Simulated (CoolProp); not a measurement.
A simple Rankine cycle with water: condensing at 320.15 K, boiler at 0.972 MPa, turbine inlet 601.8 K, turbine efficiency 0.75, pump efficiency 0.7, no recuperator. Each further row changes one setting.

Computed with CoolProp (reference Helmholtz-energy equation of state, Wagner 2002).

```
case                             thermal efficiency (%)  net work (kJ/kg)  heat in (kJ/kg)  turbine exit temperature (K)  volume ratio over the turbine
-------------------------------  ----------------------  ----------------  ---------------  ----------------------------  -----------------------------
as stated                                          20.8        (withheld)             2920                         320.1                           47.8
turbine inlet 621.8 K                              21.0               622             2960                         320.1                           46.7
condensing temperature 312.15 K                    21.9        (withheld)             2950                         312.1                           70.0
boiler pressure 0.68 MPa                           19.5               570             2920                         320.1                           33.9
turbine efficiency 0.65                      (withheld)        (withheld)             2920                         320.4                     (withheld)
```

Task: Complete the blanks.

Result: 
- as stated, net work (kJ/kg): 607
- condensing temperature 312.15 K, net work (kJ/kg): 646
- turbine efficiency 0.65, thermal efficiency (%): 18.0
- turbine efficiency 0.65, net work (kJ/kg): 526
- turbine efficiency 0.65, volume ratio over the turbine: 49.5

The expansion ends wet for: as stated; turbine inlet 621.8 K; condensing temperature 312.15 K; boiler pressure 0.68 MPa.
